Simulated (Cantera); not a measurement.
Cantera run:

```python
import numpy as np
import cantera as ct

gas_names = """
    AL ALH ALN ALO ALOH ALO2 ALO2H AL2 AL2O AL2O2 H HALO HNO HNO2 HNO3 HO2 H2 H2O H2O2 N NH NH2 NH3
    NH2OH NO NO2 NO3 N2 N2H2 N2H4 N2O O OH O2 O3
""".split()
cond_names = """
    AL(cr) AL(L) ALN(s) AL2O3(a) AL2O3(L) H2O(s) H2O(L)
""".split()


def load(file, names, dense=False):
    # The tables refer to 1 bar. Condensed volumes are neglected.
    table = {s.name: s for s in ct.Species.list_from_file(file)}
    out = []
    for n in names:
        d = dict(table[n].input_data)
        d["thermo"] = dict(d["thermo"], **{"reference-pressure": 1e5})
        if dense:
            d["equation-of-state"] = {"model": "constant-volume", "density": "1e6 g/cm^3"}
        out.append(ct.Species.from_dict(d))
    return out


gas = ct.Solution(thermo="ideal-gas", species=load("nasa_gas.yaml", gas_names))
cond = {s.name: ct.Solution(thermo="fixed-stoichiometry", species=[s], name=s.name)
        for s in load("nasa_condensed.yaml", cond_names, dense=True)}
atoms = {
    'Al': {'AL': 1},
    'O2': {'O': 2},
    'H2': {'H': 2},
    'N2O': {'N': 2, 'O': 1},
}
top_T = {'ALN(s)': 2750}  # K; cautious upper limits of use, not melting points


def equilibrate(T, P, feed):
    n = {}
    for name, mol in feed.items():
        for a, k in atoms[name].items():
            n[a] = n.get(a, 0.0) + k * mol
    gas.TPX = T, P, n
    mass = sum(n.values()) * gas.mean_molecular_weight
    gas.equilibrate("TP")
    valid = [c for c in cond.values() if c.min_temp <= T <= top_T.get(c.name, c.max_temp)]
    mix = ct.Mixture([(gas, mass / gas.mean_molecular_weight)] + [(c, 0.0) for c in valid])
    mix.T, mix.P = T, P
    mix.equilibrate("TP", solver="vcs", rtol=1e-11, max_steps=5000)
    return mix


results = []
feed = {'Al': 1, 'O2': 0.32, 'H2': 2.3, 'N2O': 3.4}  # mol
T = 873  # K
P = 133.322  # Pa
mix = equilibrate(T, P, feed)
results.append((T, P, feed, dict(zip(mix.species_names, mix.species_moles))))
print(gas.report(threshold=1e-06))
for i in range(1, mix.n_phases):
    print(f"{mix.phase(i).name:16s} {mix.phase_moles(i):12.5e} mol")
```

It prints:

```
       temperature   873 K
          pressure   133.32 Pa
           density   0.00044348 kg/m^3
  mean mol. weight   24.145 kg/kmol
   phase of matter   gas

                          1 kg             1 kmol
                     ---------------   ---------------
          enthalpy        -3.181e+06       -7.6803e+07  J
   internal energy       -3.4816e+06       -8.4061e+07  J
           entropy             11880        2.8683e+05  J/K
    Gibbs function       -1.3552e+07       -3.2721e+08  J
 heat capacity c_p            1450.9             35032  J/K
 heat capacity c_v            1106.6             26718  J/K

                      mass frac. Y      mole frac. X     chem. pot. / RT
                     ---------------   ---------------   ---------------
               H2O           0.29486           0.39519           -65.321
                NO        2.1191e-06        1.7052e-06           -34.196
                N2           0.67781           0.58419           -31.681
                O2          0.027324          0.020618            -36.71
     [  +31 minor]        3.3096e-08        4.2075e-08

AL(cr)            0.00000e+00 mol
ALN(s)            0.00000e+00 mol
AL2O3(a)          5.00000e-01 mol
```

Method: chemical equilibrium by Gibbs-energy minimisation in Cantera with the NASA 1993 tables (ideal gas, pure condensed phases).
